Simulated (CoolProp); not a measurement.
Vapour pressure (MPa) of diethyl ether: the reference equation beside estimates from Tc = 194.7 °C, pc = 3.717 MPa, ω = 0.282. Clausius-Clapeyron is anchored at 82.95 °C with a constant enthalpy of vaporisation of 23.04 kJ/mol.

Values from CoolProp's reference Helmholtz-energy equation of state, Thol 2014.

```json
[
 {"T (°C)": "61.85", "reference": "0.2446", "Clausius-Clapeyron": "0.2659", "van der Waals": "0.8352", "Redlich-Kwong": "0.3921", "Soave-Redlich-Kwong": "0.2433", "Peng-Robinson": "0.2419"},
 {"T (°C)": "72.45", "reference": "0.3295", "Clausius-Clapeyron": "…", "van der Waals": "0.9746", "Redlich-Kwong": "0.5034", "Soave-Redlich-Kwong": "0.3287", "Peng-Robinson": "0.3259"},
 {"T (°C)": "82.95", "reference": "0.4340", "Clausius-Clapeyron": "0.4340", "van der Waals": "1.127", "Redlich-Kwong": "0.6340", "Soave-Redlich-Kwong": "0.4341", "Peng-Robinson": "0.4296"},
 {"T (°C)": "93.45", "reference": "0.5616", "Clausius-Clapeyron": "0.5423", "van der Waals": "1.293", "Redlich-Kwong": "0.7868", "Soave-Redlich-Kwong": "0.5634", "Peng-Robinson": "0.5566"},
 {"T (°C)": "104.05", "reference": "0.7170", "Clausius-Clapeyron": "0.6707", "van der Waals": "1.476", "Redlich-Kwong": "0.9652", "Soave-Redlich-Kwong": "…", "Peng-Robinson": "0.7120"},
 {"T (°C)": "114.55", "reference": "0.9003", "Clausius-Clapeyron": "0.8183", "van der Waals": "1.673", "Redlich-Kwong": "…", "Soave-Redlich-Kwong": "0.9083", "Peng-Robinson": "0.8961"},
 {"T (°C)": "125.05", "reference": "1.116", "Clausius-Clapeyron": "0.9880", "van der Waals": "1.886", "Redlich-Kwong": "1.397", "Soave-Redlich-Kwong": "1.129", "Peng-Robinson": "1.114"},
 {"T (°C)": "135.65", "reference": "1.371", "Clausius-Clapeyron": "1.183", "van der Waals": "…", "Redlich-Kwong": "1.658", "Soave-Redlich-Kwong": "1.390", "Peng-Robinson": "1.372"}
]
```

### Question
Complete the blanks.

### Answer

- 72.45, Clausius-Clapeyron: 0.3426
- 104.05, Soave-Redlich-Kwong: 0.7213
- 114.55, Redlich-Kwong: 1.168
- 135.65, van der Waals: 2.116

Absolute difference from the reference over all 8 rows, mean and median: Clausius-Clapeyron 7.1 and 7.6 %, van der Waals 130.3 and 118.0 %, Redlich-Kwong 38.7 and 37.4 %, Soave-Redlich-Kwong 0.6 and 0.6 %, Peng-Robinson 0.7 and 0.8 %.
